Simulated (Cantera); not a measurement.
Charge: 1 mol Si, 0.0014 mol O2, 380 mol H2, 2.3 mol N2O, equilibrated at 0.240 Pa.

Method: chemical equilibrium by Gibbs-energy minimisation in Cantera with the NASA 1993 tables (ideal gas, pure condensed phases). Candidate condensed phases: H2O, Si, SiO2, Si2N2O, Si3N4; 35 gas species. Kinetics and transport are ignored.

At 1575 K, list the 4 most abundant gas species with their mole fractions, and the condensed phases.

H2 0.962, H 0.0263, N2 0.00592, H2O 0.00335. Condensed: gas only.
